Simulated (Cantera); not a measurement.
## Premixed flame

A freely propagating, adiabatic, planar premixed flame of 10.1 % CH4, 0.872 % CO, 20.7 % O2, 68.3 % N2, unburnt at 423 K and 82.5 Torr; mixture-averaged transport, grid criteria slope 0.08 and curve 0.16, no radiation.

Model: GRI-Mech 3.0 (53 species, 325 reactions), integrated in Cantera. Burning velocities carry a grid error of a few per cent, more on coarse grids.

```csv
z (mm),T (K),u (m/s),x CH4,x CO,x O2,x C2H2,x OH,x N2O
-6.85,423,1.26,0.101,0.00871,0.207,<1e-8,<1e-8,<1e-8
-4.57,423,1.26,0.101,0.00870,0.206,<1e-8,<1e-8,<1e-8
-3.42,425,1.27,0.101,0.00871,0.206,1.06e-8,2.69e-7,<1e-8
-2.28,463,1.39,0.0982,0.00933,0.203,4.67e-7,1.90e-5,<1e-8
-1.14,846,2.59,0.0742,0.0215,0.174,1.59e-5,9.84e-5,<1e-8
-0.571,1280,3.98,0.0414,0.0425,0.131,5.94e-5,0.000719,<1e-8
0,1680,5.28,0.0111,0.0642,0.0805,0.000112,0.00344,<1e-8
0.571,1846,5.82,0.00121,0.0665,0.0490,3.03e-5,0.00790,<1e-8
1.14,1882,5.92,7.22e-5,0.0584,0.0363,1.69e-6,0.0105,1.14e-8
2.28,1903,5.95,2.42e-7,0.0466,0.0296,<1e-8,0.0117,1.21e-8
4.57,1925,6.00,<1e-8,0.0394,0.0271,<1e-8,0.0120,1.18e-8
9.13,1953,6.07,<1e-8,0.0375,0.0260,<1e-8,0.0121,1.21e-8
18.3,1998,6.19,<1e-8,0.0366,0.0247,<1e-8,0.0121,1.31e-8
```
x: mole fraction of selected species; z is measured from the peak of heat release.

| Item | Value |
|---|---|
| laminar burning velocity | 126 cm/s |
| thermal thickness | 2.28 mm |
| peak x(C2H2) | 0.000113 |
| peak x(OH) | 0.0122 |
| grid points | 164 |
